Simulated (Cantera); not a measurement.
Feed: 1 mol MgCl₂, 1.3 mol HCl, 8.2 mol N₂, equilibrated at 2198 K and 0.133 bar.

Cantera equilibrium calculation (NASA polynomials, part measured and part estimated; ideal gas, pure solids and liquids). Candidate condensed phases: Mg, MgCl₂, NH₄Cl; 18 gas species. Rates play no part.

Base state: N₂ 0.774, HCl 0.109, MgCl₂ 0.0934, Cl 0.0152, H₂ 0.00631, H 0.00121, MgCl 0.000580, Mg 0.000420 (mole fractions); condensed: gas only.

**Question.** What changes in the equilibrium state with this change: MgCl₂ replaced by FeCl₃?

**Answer.** 
```json
[
 {"species": "N₂", "before": "0.774", "after": "0.713"},
 {"species": "HCl", "before": "0.109", "after": "0.112"},
 {"species": "FeCl₂", "before": "0", "after": "0.0868"},
 {"species": "MgCl₂", "before": "0.0934", "after": "0"},
 {"species": "Cl", "before": "0.0152", "after": "0.0866"},
 {"species": "MgCl", "before": "0.000580", "after": "0"},
 {"species": "Mg", "before": "0.000420", "after": "0"},
 {"species": "FeCl₃", "before": "0", "after": "0.000138"},
 {"species": "Fe", "before": "0", "after": "2.17e-5"}
]
```
Further candidate phases: Fe, FeCl₂, FeCl₃.
